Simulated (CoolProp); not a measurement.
A single-stage vapour-compression cycle with the fluid: evaporating at 194.15 K (dew point), condensing at 249.15 K (bubble point), superheat 0 K, subcooling 2 K, compressor efficiency 0.65, no pressure losses. The same conditions are run with several fluids, on thermodynamics alone (safety and materials aside).

The numbers come from the reference Helmholtz-energy equation of state of each fluid (R13: Platzer 1990; ethylene: Smukala 2000; propylene: Lemmon 2013; hydrogen chloride: Thol 2018; carbonyl sulfide: Lemmon 2006; R22: Kamei 1995) in CoolProp. The equations of Platzer and Polt are older, rougher fits.

```tsv
fluid	cooling COP	pressure ratio	discharge temperature (K)	refrigerating effect (kJ/kg)	volumetric capacity (kJ/m³)
R13	1.71	…	302.0	97.3	758
ethylene	1.61	6.41	334.6	297	2000
propylene	1.87	14.2	332.2	356	…
hydrogen chloride	1.70	9.29	…	346	…
carbonyl sulfide	1.82	13.9	407.9	265	211
R22	…	…	368.0	199	120
```

**Question.** Fill in the missing entries.

**Answer.** 
- R13, pressure ratio: 8.81
- propylene, volumetric capacity (kJ/m³): 175
- hydrogen chloride, discharge temperature (K): 450.5
- hydrogen chloride, volumetric capacity (kJ/m³): 1140
- R22, cooling COP: 1.84
- R22, pressure ratio: 18.8
